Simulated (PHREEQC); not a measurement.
# City or well water: an equilibrium model

A made-up water analysis in mg/kgw, 25 °C, pH 6.98, pe 10.8:

```
constituent         mg/kgw
------------------  ------
Na                    76.4
K                     4.38
Ca                    54.3
Mg                    22.9
Cl                     150
S(6) as SO4            115
Alkalinity as HCO3    83.5
Zn                   0.768
```

Cl is adjusted to close the charge balance.
Valence states are taken as typed.

Computed with PHREEQC (ion-association model, phreeqc.dat).

Precipitation was switched off in this run.

Question: Predict the ionic strength.

Answer: ionic strength 0.0107 mol/kgw.

Question: In which forms is C present?

Answer: HCO3- 81 %, CO2 17 %, CaHCO3+ 0.9 %, MgHCO3+ 0.5 % of the C.
